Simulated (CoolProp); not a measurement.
A closed Brayton cycle with carbon dioxide: compressor inlet 305.15 K and 8.7 MPa, high pressure 22.1 MPa, turbine inlet 975 K, compressor efficiency 0.8, turbine efficiency 0.93, recuperator effectiveness 0.95 (on enthalpy, no pinch check). Each further row changes one setting.

Computed with CoolProp (reference Helmholtz-energy equation of state, Span 1996).

| case | thermal efficiency (%) | net work (kJ/kg) | compressor to turbine work | compressor exit (K) | turbine exit (K) |
|---|---|---|---|---|---|
| as stated | ? | 130 | 0.15 | 328.6 | 846.6 |
| turbine inlet 925 K | ? | ? | 0.15 | 328.6 | 801.1 |
| compressor inlet 315.15 K | 41.6 | 115 | ? | ? | 846.6 |
| high pressure 18.8 MPa | 39.4 | 110 | 0.13 | ? | ? |
| recuperator effectiveness 0.5 | 21.8 | 130 | 0.15 | 328.6 | 846.6 |

Some entries are withheld; supply them.


- as stated, thermal efficiency (%): 41.7
- turbine inlet 925 K, thermal efficiency (%): 40.5
- turbine inlet 925 K, net work (kJ/kg): 122
- compressor inlet 315.15 K, compressor to turbine work: 0.24
- compressor inlet 315.15 K, compressor exit (K): 375.6
- high pressure 18.8 MPa, compressor exit (K): 323.7
- high pressure 18.8 MPa, turbine exit (K): 868.2
